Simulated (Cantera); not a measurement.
A freely propagating, adiabatic, planar premixed flame of CH4 : CO : O2 : N2 : CO2 : H2 = 1 : 0.42 : 2.7 : 10.1 : 0.62 : 0.021 (molar parts), equivalence ratio 0.82, unburnt at 475 K and 120 Torr; mixture-averaged transport, grid criteria slope 0.08 and curve 0.16, no radiation.

Model: GRI-Mech 3.0 (53 species, 325 reactions), integrated in Cantera. Burning velocities carry a grid error of a few per cent, more on coarse grids.

x: mole fraction of selected species; z is measured from the peak of heat release.

| z (mm) | T (K) | u (m/s) | x CH4 | x CO | x O2 | x CH2O | x H2O | x C2H2 |
|---|---|---|---|---|---|---|---|---|
| -6.46 | 475 | 0.963 | 0.0673 | 0.0283 | 0.182 | <1e-8 | 3.55e-6 | <1e-8 |
| -4.30 | 475 | 0.964 | 0.0672 | 0.0282 | 0.181 | 2.04e-7 | 4.54e-5 | <1e-8 |
| -3.23 | 477 | 0.968 | 0.0670 | 0.0282 | 0.181 | 1.88e-6 | 0.000276 | <1e-8 |
| -2.15 | 498 | 1.01 | 0.0657 | 0.0284 | 0.180 | 2.53e-5 | 0.00278 | 4.50e-8 |
| -1.08 | [?] | 1.54 | 0.0526 | 0.0339 | 0.162 | 0.000201 | 0.0276 | 1.38e-6 |
| -0.538 | [?] | 2.25 | 0.0319 | 0.0449 | 0.132 | 0.000538 | 0.0605 | 5.49e-6 |
| 0 | [?] | 3.02 | 0.00873 | 0.0572 | 0.0907 | 0.000558 | 0.0968 | 1.14e-5 |
| 0.538 | 1595 | 3.33 | 0.000806 | 0.0541 | 0.0652 | 9.58e-5 | 0.114 | 1.82e-6 |
| 1.08 | 1632 | 3.39 | 4.12e-5 | 0.0450 | 0.0557 | 5.55e-6 | 0.117 | 4.54e-8 |
| 2.15 | 1669 | 3.45 | 1.54e-7 | 0.0341 | 0.0500 | 2.21e-8 | 0.117 | <1e-8 |
| 4.30 | 1717 | 3.53 | <1e-8 | 0.0275 | 0.0470 | <1e-8 | 0.117 | <1e-8 |
| 8.61 | 1779 | 3.65 | <1e-8 | 0.0246 | 0.0450 | <1e-8 | 0.120 | <1e-8 |
| 17.2 | 1852 | 3.78 | <1e-8 | 0.0213 | 0.0428 | <1e-8 | 0.124 | <1e-8 |

Question: Fill in the missing entries.

Answer: 
- -1.08, T (K): 746
- -0.538, T (K): 1087
- 0, T (K): 1447
